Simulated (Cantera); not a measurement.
A freely propagating, adiabatic, planar premixed flame of CO : H2 : O2 : N2 = 1 : 0.055 : 0.567 : 2.13 (molar parts), equivalence ratio 0.93, unburnt at 623 K and 1.01 bar; mixture-averaged transport, grid criteria slope 0.08 and curve 0.16, no radiation.

Computed with Cantera and GRI-Mech 3.0 (53 species, 325 reactions). Burning velocities carry a grid error of a few per cent, more on coarse grids.

What does this change do: inlet temperature 623 to 700 K?


| quantity | before | after |
|---|---|---|
| laminar burning velocity | 131 cm/s | 171 cm/s |
| thermal thickness | 0.961 mm | 1.04 mm |
| peak x(OH) | 0.00435 | 0.00459 |
| peak x(H) | 0.00833 | 0.00898 |
| peak x(HO2) | 0.000188 | 0.000164 |

What does this change do: CO 1 to 0.79 parts?


| quantity | before | after |
|---|---|---|
| laminar burning velocity | 131 cm/s | 112 cm/s |
| thermal thickness | 0.961 mm | 0.965 mm |
| peak x(OH) | 0.00435 | 0.00409 |
| peak x(H) | 0.00833 | 0.00618 |
| peak x(HO2) | 0.000188 | 0.000180 |
